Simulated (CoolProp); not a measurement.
Vapour pressure (kPa) of cyclohexane: the reference equation beside estimates from Tc = 553.6 K, pc = 4081 kPa, ω = 0.209. Clausius-Clapeyron is anchored at 337.3 K with a constant enthalpy of vaporisation of 30.93 kJ/mol.

Model: reference Helmholtz-energy equation of state, Zhou 2014, in CoolProp.

```
T (K)  reference  Clausius-Clapeyron  van der Waals  Redlich-Kwong  Soave-Redlich-Kwong  Peng-Robinson
-----  ---------  ------------------  -------------  -------------  -------------------  -------------
326.3        ___               41.26            ___          69.14                40.88          41.91
330        46.51               46.89          341.3          78.00                46.64          47.70
333.7      52.93               53.13          364.0          87.70                53.04          54.12
337.3      59.84               59.84            ___          98.00                59.92          61.01
341        67.66               67.44          411.8          109.5                67.72          68.80
344.7      76.27                 ___          437.6          122.0                76.30          77.36
348.4      85.72               85.03          464.4          135.6                85.72          86.74
352.1      96.06               95.12          492.3          150.3                96.03          97.00
355.8        ___               106.2          521.3          166.1                107.3          108.2
359.4      119.3                 ___          550.6          182.6                119.2          120.0
```

Fill in the missing entries.


- 326.3, reference: 40.73
- 326.3, van der Waals: 319.6
- 337.3, van der Waals: 387.1
- 344.7, Clausius-Clapeyron: 75.82
- 355.8, reference: 107.4
- 359.4, Clausius-Clapeyron: 117.9

Absolute difference from the reference over all 10 rows, mean and median: Clausius-Clapeyron 0.7 and 0.8 %, van der Waals 503.7 and 491.2 %, Redlich-Kwong 61.1 and 60.9 %, Soave-Redlich-Kwong 0.1 and 0.1 %, Peng-Robinson 1.6 and 1.6 %.
